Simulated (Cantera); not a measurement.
A perfectly stirred reactor is fed with 6.72 % H₂, 93.3 % O₂, equivalence ratio 0.036, at 0.00809 atm; it is held at 948 K, and followed from long to short residence time.

Model: the H2/O2 subset of GRI-Mech 3.0, which has no nitrogen chemistry, integrated in Cantera. Radical loss at walls, strong at low pressure, is not modelled. Below about 950 K walls govern HO2 and H2O2 in real vessels. The temperature is held fixed by assumption; the heat of reaction is taken as removed at once.

One state of this run: x H₂ = 0.00469; x O₂ = 0.920; x H₂O = 0.0608; x H₂O₂ = 1.39e-7; x O = 0.00789; x OH = 0.00148; x HO₂ = 6.00e-6. x: mole fraction; the columns are a selection and need not sum to one.

Q: Which value of τ (s) does it belong to?
A. 0.059
B. 0.0089
C. 0.0034
D. 0.023

A: A, 0.059
